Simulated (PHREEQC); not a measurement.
Make-up at 25 °C: 2.8 mmol/kgw NaH2PO4. Closed to the air; pH follows from the charge balance.

The numbers come from PHREEQC with the ion-association model, phreeqc.dat.

This is a speciation only: nothing precipitates in the calculation.

Predict the pH.

pH 4.92.

Complexes and solids missing from the database can't appear.
